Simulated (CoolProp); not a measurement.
The fluid at 293.15 K and 0.159 MPa expands adiabatically to 0.0276 MPa with isentropic efficiency 1. The same conditions are run with several fluids, on thermodynamics alone (safety and materials aside).

Model: reference Helmholtz-energy equation of state of each fluid (fluorine: de Reuck 1990; R404A: Lemmon 2003; hydrogen chloride: Thol 2018; CF4 (R14): Platzer 1990), in CoolProp. The equations of Platzer and Polt are older, rougher fits. Blends and air are pseudo-pure fits.

```
fluid              work (kJ/kg)  final temperature (K)  final density (kg/m³)
-----------------  ------------  ---------------------  ---------------------
fluorine                   89.2                  180.9                  0.698
R404A                      39.2                  242.3                   1.35
hydrogen chloride          91.3                  178.0                  0.687
CF4 (R14)                  42.6                  225.1                   1.30
```
